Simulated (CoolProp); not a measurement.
Properties of R1336mzz(E) at several states (Tc = 130.4 °C, pc = 27.79 bar, ω = 0.413).

Values from CoolProp's reference Helmholtz-energy equation of state, Akasaka 2023.

| T (°C) | p (bar) | phase | cp (kJ/(kg K)) | isothermal compressibility (1/MPa) |
|---|---|---|---|---|
| -56.35 | 3.03 | liquid | 1.179 | 0.0009837 |
| -65.55 | 57 | liquid | 1.172 | 0.0008345 |
| 98.05 | 57 | liquid | ? | 0.01214 |
| 113.75 | 5.55 | gas | ? | 1.989 |
| 60.55 | 57 | liquid | ? | 0.005117 |

### Question
Complete the blanks.

### Answer

- 98.05, cp (kJ/(kg K)): 1.323
- 113.75, cp (kJ/(kg K)): 0.9363
- 60.55, cp (kJ/(kg K)): 1.257
